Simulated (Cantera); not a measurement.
**Si + H2O + N2 (thermal oxidation and active oxidation of silicon)**

A closed system holds: 1 mol Si, 1.1 mol H2O, 11 mol N2, at 1.00 bar.

These are equilibrium values from Cantera (NASA tables, ideal gas, pure condensed phases), not measurements of a reactor. Candidate condensed phases: H2O, Si, SiO2, Si2N2O, Si3N4; 35 gas species. Mutual solubility and eutectic melting of coexisting phases are not modelled. The tables hold silica as quartz up to 1696 K and as liquid above; real silica turns to tridymite and cristobalite and melts near 1996 K. Kinetics and transport are ignored.

```
T (°C)   x N2    x H2    x SiO       x H     x H2O   x SiO2     x OH     x Si  n SiO2(condensed)  n Si2N2O(s)  n SiO2(l)
------  -----  ------  -------  --------  --------  -------  -------  -------  -----------------  -----------  ---------
1600    0.901  0.0922  0.00642  0.000196  0.000123  2.45e-8  2.04e-8  4.17e-8              0.374        0.275          0
1625    0.898  0.0918  0.00974  0.000237  0.000126  3.99e-8  2.66e-8  7.96e-8              0.360        0.262          0
1650    0.894  0.0911   0.0146  0.000284  0.000128  6.41e-8  3.45e-8  1.50e-7              0.340        0.242          0
1675    0.888  0.0902   0.0217  0.000339  0.000130  1.02e-7  4.42e-8  2.77e-7              0.311        0.213          0
1700    0.879  0.0889   0.0319  0.000402  0.000131  1.59e-7  5.62e-8  5.06e-7              0.268        0.169          0
1725    0.866  0.0871   0.0465  0.000473  0.000131  2.47e-7  7.07e-8  9.14e-7                  0        0.105      0.204
1750    0.848  0.0844   0.0673  0.000552  0.000129  3.78e-7  8.77e-8  1.63e-6                  0      0.00953      0.108
1775    0.846  0.0841   0.0694  0.000649  0.000181  5.73e-7  1.52e-7  1.49e-6                  0            0     0.0977
1800    0.846  0.0839   0.0694  0.000762  0.000261  8.59e-7  2.69e-7  1.28e-6                  0            0     0.0966
1825    0.845  0.0837   0.0695  0.000890  0.000371  1.27e-6  4.69e-7  1.11e-6                  0            0     0.0952
1850    0.845  0.0835   0.0697   0.00104  0.000523  1.87e-6  8.04e-7  9.66e-7                  0            0     0.0932
1875    0.845  0.0832   0.0699   0.00120  0.000730  2.73e-6  1.36e-6  8.46e-7                  0            0     0.0905
1900    0.845  0.0828   0.0701   0.00139   0.00101  3.94e-6  2.27e-6  7.44e-7                  0            0     0.0868
```
x: gas mole fraction; n: condensed amount in mol.

From 1600 °C to 1700 °C the condensed part is SiO2(condensed) + Si2N2O(s). From 1725 °C to 1750 °C the condensed part is SiO2(l) + Si2N2O(s). From 1775 °C to 1900 °C the condensed part is SiO2(l). The main Si-bearing gas is SiO throughout. The share of Si in condensed phases is highest at 1600 °C (92.4 %) and lowest at 1900 °C (8.7 %).
